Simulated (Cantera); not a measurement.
Silicon epitaxy and polysilicon growth: SiHCl₃ + HCl + H₂

Input: 1 mol SiHCl₃, 0.04 mol HCl, 81 mol H₂, held at 0.100 bar.

Equilibrium computed with Cantera from the NASA thermochemical tables; the gas is ideal and each condensed phase is pure. Candidate condensed phases: Si; 19 gas species. The tables' values for SiCl₃ are old estimates; treat these amounts as uncertain. The numbers say what is thermodynamically allowed, not how fast it happens.

```tsv
T (K)	x H₂	x HCl	x SiCl₄	x SiHCl₃	x SiCl₂	x SiCl₃	x SiH₂Cl₂	n Si(s)
875	0.987	0.00306	0.00544	0.00384	1.21e-5	3.37e-5	0.000248	0.212
925	0.986	0.00509	0.00508	0.00358	3.80e-5	6.97e-5	0.000247	0.258
975	0.984	0.00793	0.00455	0.00323	0.000103	0.000129	0.000240	0.320
1025	0.981	0.0116	0.00383	0.00279	0.000244	0.000212	0.000225	0.398
1075	0.978	0.0159	0.00295	0.00225	0.000506	0.000307	0.000201	0.486
1125	0.974	0.0204	0.00200	0.00166	0.000909	0.000385	0.000169	0.576
1175	0.971	0.0245	0.00116	0.00109	0.00141	0.000409	0.000130	0.652
1225	0.969	0.0274	0.000570	0.000628	0.00189	0.000369	9.25e-5	0.705
1275	0.968	0.0291	0.000248	0.000332	0.00227	0.000294	6.18e-5	0.734
1325	0.967	0.0299	0.000102	0.000170	0.00253	0.000219	4.03e-5	0.745
1375	0.967	0.0302	4.26e-5	8.70e-5	0.00272	0.000159	2.63e-5	0.748
1425	0.967	0.0303	1.84e-5	4.59e-5	0.00286	0.000116	1.75e-5	0.746
```
x: gas mole fraction; n: condensed amount in mol.

From 875 K to 1425 K the condensed part is Si(s). The main Si-bearing gas is SiCl₄ at 875 K and SiCl₂ at 1425 K. The share of Si in condensed phases is highest at 1375 K (74.8 %) and lowest at 875 K (21.2 %).
